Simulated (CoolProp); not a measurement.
Vapour-liquid equilibrium of propane (1) + isohexane (2) at 19.45 °C; x and y are mole fractions of (1).

Model: multi-fluid Helmholtz-energy mixture model, Lemmon 2009 and Lemmon 2006; pair parameters Bell 2016, in CoolProp.

Problem. Give the bubble pressure and the first vapour's composition at x = 0.2, 0.35, 0.65. Is there an azeotrope?

Solution. x = 0.2: 175.6 kPa, y = 0.889; x = 0.35: 290.8 kPa, y = 0.942; x = 0.65: 524.3 kPa, y = 0.979. No azeotrope shows between x = 0.05 and 0.95.

Pair parameters are fitted to limited data, so mixtures are less certain than the pure fluids.
